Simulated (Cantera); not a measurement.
Input: 1 mol FeS, 2000 mol H2, 0.086 mol H2O, at 0.0110 bar.

Method: chemical equilibrium by Gibbs-energy minimisation in Cantera with the NASA 1993 tables (ideal gas, pure condensed phases). Candidate condensed phases: Fe, FeO, Fe(OH)2, Fe(OH)3, FeS, FeSO4, FeS2, Fe2O3, Fe2(SO4)3, Fe3O4, H2O, H2SO4, S; 22 gas species. Rates play no part.

Task: What share of the Fe ends up in condensed phases as a function of T (K), at 1150, 1200, 1250, 1300, 1350, 1400, 1450, 1500, 1550, 1600, 1650, 1700, 1750?

Result: 
```
T (K)  Fe condensed (%)     as
-----  ----------------  -----
1150              100.0  Fe(α)
1200              100.0  Fe(γ)
1250              100.0  Fe(γ)
1300              100.0  Fe(γ)
1350               99.9  Fe(γ)
1400               99.7  Fe(γ)
1450               99.1  Fe(γ)
1500               97.3  Fe(γ)
1550               92.4  Fe(γ)
1600               80.1  Fe(γ)
1650               50.8  Fe(γ)
1700                0.0      -
1750                0.0      -
```
